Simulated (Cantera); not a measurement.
An adiabatic, constant-volume homogeneous reactor starts with CH4 : O2 : N2 = 1 : 1.43 : 3.9 (molar parts), equivalence ratio 1.4, at 1025 K and 1.00 atm.

Detailed kinetics in Cantera: GRI-Mech 3.0 (53 species, 325 reactions).

x: mole fraction; the columns are a selection and need not sum to one.

| t (s) | T (K) | P (bar) | x CH4 | x O2 | x CO | x N2O | x H2O | x NO | x HO2 |
|---|---|---|---|---|---|---|---|---|---|
| 3.00e-6 | 1025 | 1.01 | 0.158 | 0.226 | <1e-12 | <1e-12 | <1e-12 | <1e-12 | 1.02e-10 |
| 8.71e-6 | 1025 | 1.01 | 0.158 | 0.226 | <1e-12 | <1e-12 | <1e-12 | <1e-12 | 2.95e-10 |
| 2.53e-5 | 1025 | 1.01 | 0.158 | 0.226 | <1e-12 | <1e-12 | 3.62e-12 | <1e-12 | 8.56e-10 |
| 7.33e-5 | 1025 | 1.01 | 0.158 | 0.226 | <1e-12 | <1e-12 | 3.06e-11 | <1e-12 | 2.47e-9 |
| 0.000213 | 1025 | 1.01 | 0.158 | 0.226 | <1e-12 | <1e-12 | 2.63e-10 | <1e-12 | 7.11e-9 |
| 0.000617 | 1025 | 1.01 | 0.158 | 0.226 | <1e-12 | <1e-12 | 2.37e-9 | <1e-12 | 2.00e-8 |
| 0.00179 | 1025 | 1.01 | 0.158 | 0.226 | 1.02e-11 | <1e-12 | 2.36e-8 | <1e-12 | 5.32e-8 |
| 0.00520 | 1025 | 1.01 | 0.158 | 0.226 | 3.63e-10 | <1e-12 | 2.86e-7 | <1e-12 | 1.16e-7 |
| 0.0151 | 1025 | 1.01 | 0.158 | 0.226 | … | <1e-12 | … | <1e-12 | … |
| 0.0438 | 1025 | 1.01 | 0.158 | 0.226 | 3.63e-7 | 1.91e-12 | 1.66e-5 | <1e-12 | 1.90e-7 |
| 0.127 | 1026 | 1.01 | 0.158 | 0.226 | 5.15e-6 | 8.92e-12 | 7.48e-5 | <1e-12 | 3.83e-7 |
| 0.368 | 1030 | 1.02 | 0.157 | 0.225 | 0.000116 | 7.24e-11 | 0.000599 | <1e-12 | 1.51e-6 |
| 1.07 | 2916 | 3.22 | 1.34e-12 | 0.00275 | 0.102 | 3.48e-7 | 0.196 | 0.00413 | 2.63e-6 |
| 3.10 | 2916 | 3.22 | 1.34e-12 | 0.00275 | 0.102 | 3.48e-7 | 0.196 | 0.00413 | 2.63e-6 |
| 9.00 | 2916 | 3.22 | 1.34e-12 | 0.00275 | 0.102 | 3.48e-7 | 0.196 | 0.00413 | 2.63e-6 |

What belongs in the gaps?


- 0.0151, x CO: 1.71e-8
- 0.0151, x H2O: 3.18e-6
- 0.0151, x HO2: 1.42e-7
